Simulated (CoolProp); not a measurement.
Cyclopentane at 298.15 K and 0.00459 MPa is throttled through a valve to 0.00288 MPa with no heat exchange. Each further row changes one setting.

Model: reference Helmholtz-energy equation of state, Gedanitz 2015, in CoolProp.

```tsv
case	temperature change (K)	final density (kg/m³)
as stated	-0.1	0.0816
outlet pressure 0.000864 MPa	-0.2	0.0245
outlet pressure 0.00374 MPa	-0.0	0.106
```
